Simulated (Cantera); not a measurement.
Mixture: CO : H₂ : CH₄ : O₂ : N₂ = 1 : 0.45 : 0.38 : 1.24 : 4.65 (molar parts), equivalence ratio 1.2, at 5.00 bar, adiabatic and at constant pressure. Ignition delay is the time to a rise of 400 K.

Computed with Cantera and GRI-Mech 3.0 (53 species, 325 reactions). Below about 1000 K GRI-Mech 3.0 lacks low-temperature oxidation paths.

What does this change do: CO 1 to 2.3 parts?


| quantity | before | after |
|---|---|---|
| delay at 975 K | 9.45 ms | 6.19 ms |
| delay at 1175 K | 0.270 ms | 0.282 ms |
| delay at 1375 K | 56.8 µs | 62.5 µs |
| delay at 1575 K | 18.1 µs | 19.8 µs |
| delay at 1775 K | 7.52 µs | 8.24 µs |
| apparent activation energy between 1675 and 1875 K | 100 kJ/mol | 100 kJ/mol |

What does this change do: 0.0082 parts C2H6 added?


```
quantity                                                before       after
--------------------------------------------------  ----------  ----------
delay at 975 K                                         9.45 ms     10.2 ms
delay at 1175 K                                       0.270 ms    0.277 ms
delay at 1375 K                                        56.8 µs     56.4 µs
delay at 1575 K                                        18.1 µs     17.0 µs
delay at 1775 K                                        7.52 µs     6.62 µs
apparent activation energy between 1675 and 1875 K  100 kJ/mol  110 kJ/mol
```
